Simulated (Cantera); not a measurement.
A Cantera script and what it prints.

```python
import numpy as np
import cantera as ct

gas_names = """
    Electron C C+ C- CN CN+ CN- C2 C2+ C2- CCN CNC C2N2 C3 C4 C4N2 C5 N N+ N- N2 N2+ N2- Si Si+ SiC SiC2
    SiN Si2 Si2C Si2N Si3
""".split()
cond_names = """
    C(gr) Si(cr) Si(L) SiC(b) Si3N4(a)
""".split()


def load(file, names, dense=False):
    # The tables refer to 1 bar. Condensed volumes are neglected.
    table = {s.name: s for s in ct.Species.list_from_file(file)}
    out = []
    for n in names:
        d = dict(table[n].input_data)
        d["thermo"] = dict(d["thermo"], **{"reference-pressure": 1e5})
        if dense:
            d["equation-of-state"] = {"model": "constant-volume", "density": "1e6 g/cm^3"}
        out.append(ct.Species.from_dict(d))
    return out


gas = ct.Solution(thermo="ideal-gas", species=load("nasa_gas.yaml", gas_names))
cond = {s.name: ct.Solution(thermo="fixed-stoichiometry", species=[s], name=s.name)
        for s in load("nasa_condensed.yaml", cond_names, dense=True)}
atoms = {
    'SiC': {'Si': 1, 'C': 1},
    'N2': {'N': 2},
}
top_T = {'C(gr)': 4500, 'SiC(b)': 3050, 'Si3N4(a)': 2400}  # K; cautious upper limits of use, not melting points


def equilibrate(T, P, feed):
    n = {}
    for name, mol in feed.items():
        for a, k in atoms[name].items():
            n[a] = n.get(a, 0.0) + k * mol
    gas.TPX = T, P, n
    mass = sum(n.values()) * gas.mean_molecular_weight
    gas.equilibrate("TP")
    valid = [c for c in cond.values() if c.min_temp <= T <= top_T.get(c.name, c.max_temp)]
    mix = ct.Mixture([(gas, mass / gas.mean_molecular_weight)] + [(c, 0.0) for c in valid])
    mix.T, mix.P = T, P
    mix.equilibrate("TP", solver="vcs", rtol=1e-11, max_steps=5000)
    return mix


results = []
feed = {'SiC': 1, 'N2': 0.4}  # mol
P = 340  # Pa
for T in [3000, 3250, 3500, 3750, 4000, 4250, 4500, 4750, 5000]:
    mix = equilibrate(T, P, feed)
    results.append((T, P, feed, dict(zip(mix.species_names, mix.species_moles))))
    x = sorted(zip(gas.X, gas.species_names), reverse=True)
    print(f"T = {T:g} K  P = {P:g} Pa  gas = {mix.phase_moles(0):.4g} mol")
    print("   x: " + "  ".join(f"{s} {v:.3e}" for v, s in x if v > 0.0001))
    print("   condensed (mol): " + ("  ".join(f"{mix.phase(i).name} {mix.phase_moles(i):.4g}"
          for i in range(1, mix.n_phases) if mix.phase_moles(i) > 1e-12) or "none"))
```

It prints:

```
T = 3000 K  P = 340 Pa  gas = 1.513 mol
   x: Si 4.215e-01  N2 2.525e-01  SiC2 2.310e-01  C3 4.806e-02  CN 2.263e-02  C 1.202e-02  C2 6.056e-03  Si2C 2.944e-03  SiC 1.271e-03  SiN 6.667e-04  C5 5.715e-04  Si2 2.771e-04  C2N2 1.547e-04  C4 1.309e-04  N 1.200e-04
   condensed (mol): none
T = 3250 K  P = 340 Pa  gas = 1.693 mol
   x: Si 4.781e-01  N2 2.153e-01  SiC2 1.088e-01  C3 7.710e-02  C 5.571e-02  CN 4.063e-02  C2 1.975e-02  SiC 1.656e-03  Si2C 6.056e-04  SiN 5.513e-04  C5 4.928e-04  N 4.912e-04  C4 2.106e-04  Si2 1.355e-04
   condensed (mol): none
T = 3500 K  P = 340 Pa  gas = 1.941 mol
   x: Si 4.808e-01  N2 1.792e-01  C 1.629e-01  C3 5.572e-02  CN 5.153e-02  C2 3.348e-02  SiC2 3.178e-02  N 1.608e-03  SiC 1.468e-03  SiN 4.137e-04  Si+ 2.885e-04  Electron 2.711e-04  C5 1.297e-04  C4 1.209e-04
   condensed (mol): none
T = 3750 K  P = 340 Pa  gas = 2.202 mol
   x: Si 4.469e-01  C 2.959e-01  N2 1.562e-01  CN 4.596e-02  C2 2.716e-02  C3 1.544e-02  SiC2 5.202e-03  N 4.552e-03  SiC 8.750e-04  Si+ 7.282e-04  Electron 7.138e-04  SiN 3.022e-04
   condensed (mol): none
T = 4000 K  P = 340 Pa  gas = 2.339 mol
   x: Si 4.245e-01  C 3.643e-01  N2 1.492e-01  CN 3.157e-02  C2 1.205e-02  N 1.176e-02  C3 1.954e-03  Si+ 1.674e-03  Electron 1.665e-03  SiC2 5.775e-04  SiC 4.107e-04  SiN 2.416e-04
   condensed (mol): none
T = 4250 K  P = 340 Pa  gas = 2.404 mol
   x: Si 4.120e-01  C 3.859e-01  N2 1.427e-01  N 2.714e-02  CN 1.998e-02  C2 4.571e-03  Si+ 3.546e-03  Electron 3.542e-03  C3 2.157e-04  SiN 2.012e-04  SiC 1.882e-04
   condensed (mol): none
T = 4500 K  P = 340 Pa  gas = 2.465 mol
   x: Si 3.985e-01  C 3.896e-01  N2 1.284e-01  N 5.530e-02  CN 1.236e-02  Si+ 6.922e-03  Electron 6.921e-03  C2 1.776e-03  SiN 1.644e-04
   condensed (mol): none
T = 4750 K  P = 340 Pa  gas = 2.546 mol
   x: C 3.838e-01  Si 3.801e-01  N2 1.039e-01  N 9.878e-02  Electron 1.253e-02  Si+ 1.253e-02  CN 7.429e-03  C2 7.268e-04  SiN 1.274e-04
   condensed (mol): none
T = 5000 K  P = 340 Pa  gas = 2.652 mol
   x: C 3.721e-01  Si 3.558e-01  N 1.528e-01  N2 7.224e-02  Electron 2.119e-02  Si+ 2.118e-02  CN 4.237e-03  C2 3.139e-04
   condensed (mol): none
```

Method: chemical equilibrium by Gibbs-energy minimisation in Cantera with the NASA 1993 tables (ideal gas, pure condensed phases). The tables' values for SiN are old estimates; treat these amounts as uncertain.
